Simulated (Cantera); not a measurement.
# Catalytic stagnation flow on Pt

A jet of 1.84 % CH4, 17.4 % O2, 80.8 % N2, equivalence ratio 0.21 at 300 K and 9700 Pa hits a platinum plate 2.6 cm away at a mass flux of 0.068 kg/m²/s; the plate temperature is set and raised in steps from an oxygen-covered start.

Model: Deutschmann's 1995 Pt surface mechanism with GRI-Mech 3.0 gas chemistry, integrated in Cantera. Catalytic surfaces can have several steady states; this one follows from the mechanism file's or the stated starting coverage.

```tsv
plate T (K)	wall x CH4	wall x O2	wall x H2O	wall x OH	wall x CO	wall x CO2	θ free Pt	θ O*
850	0.0165	0.170	0.00363	<1e-8	4.06e-6	0.00236	0.120	0.879
900	0.0145	0.165	0.00738	1.82e-8	5.10e-6	0.00481	0.176	0.823
950	0.0120	0.160	0.0119	6.32e-8	5.84e-6	0.00776	0.239	0.761
1000	0.00970	0.155	0.0162	1.81e-7	6.34e-6	0.0106	0.304	0.695
1050	0.00775	0.151	0.0198	4.53e-7	6.70e-6	0.0129	0.371	0.628
```
x: mole fraction at the wall; θ: surface coverage.
